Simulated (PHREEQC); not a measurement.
Dissolve 0.14 mol/kgw CuSO4, 0.0023 mol/kgw NiCl2 and 0.18 mol/kgw H2SO4 at 25 °C. Closed to the air; pH follows from the charge balance.

Computed with PHREEQC (ion-association model, wateq4f.dat).

```tsv
quantity	before	after
pH	0.94	1.03
ionic strength (mol/kgw)	0.482	0.463
HSO4- (mol/kgw)	0.209	0.235
Cu+2 (mol/kgw)	0.0889	0.0971
SO4-2 (mol/kgw)	0.0595	0.0417
CuSO4 (mol/kgw)	0.0508	0.0420
SI of Chalcanthite (CuSO4:5H2O)	-0.94	-1.20
SI of Morenosite (NiSO4:7H2O)	-2.97	-3.34
```

Question: What was changed between the two runs?
(A) H2SO4 replaced by Rb2SO4 at the same molality
(B) CuSO4 from 0.14 to 0.126 mol/kgw
(C) H2SO4 replaced by FeSO4 at the same molality
(D) H2SO4 from 0.18 to 0.018 mol/kgw
(E) temperature from 25 to 55 °C

Answer: E, temperature from 25 to 55 °C

This is a speciation only: nothing precipitates in the calculation. At this temperature some constants are extrapolated from 25 °C, and those without enthalpy data are left unchanged.
